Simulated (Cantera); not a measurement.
Feed: 1 mol Al, 52 mol NH₃, 1.1 mol N₂, 2.6 mol HCl, held at 452 °C and 15.0 Pa.

These are equilibrium values from Cantera (NASA tables, ideal gas, pure condensed phases), not measurements of a reactor. Candidate condensed phases: Al, AlCl₃, AlN, NH₄Cl; 20 gas species. Rates play no part.

Base state: H₂ 0.728, N₂ 0.248, HCl 0.0236, AlCl₃ 0.000234 (mole fractions); condensed: AlN(s).

Problem. What changes in the equilibrium state with this change: temperature from 452 °C to 1052 °C?

Solution. 
```csv
species,before,after
H₂,0.728,0.727
N₂,0.248,0.250
HCl,0.0236,0.0180
AlCl,<1e-9,0.00464
AlCl₂,<1e-9,0.000292
H,<1e-9,0.000114
AlCl₃,0.000234,0.000302
"AlN(s), mol",0.975,0.436
```
The tables' values for AlCl₂ are old estimates; treat these amounts as uncertain.
